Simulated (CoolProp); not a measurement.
Vapour-liquid equilibrium of R13 (1) + propylene (2) at -82.65 °C; x and y are mole fractions of (1).

The numbers come from the multi-fluid Helmholtz-energy mixture model, Platzer 1990 and Lemmon 2013; pair parameters Bell 2016 in CoolProp. This equation is an older, rougher fit; its heat capacities, sound speeds and derivatives of the liquid may be far off and weren't checked against measurements.

Task: Give the bubble pressure and the first vapour's composition at x = 0.05, 0.2, 0.35. Is there an azeotrope?

Result: x = 0.05: 0.2464 bar, y = 0.430; x = 0.2: 0.4642 bar, y = 0.734; x = 0.35: 0.6014 bar, y = 0.819. No azeotrope shows between x = 0.05 and 0.95.

Pair parameters are fitted to limited data, so mixtures are less certain than the pure fluids. With so large a gap from Raoult's law the liquid may split in two, which this calculation doesn't test in full.
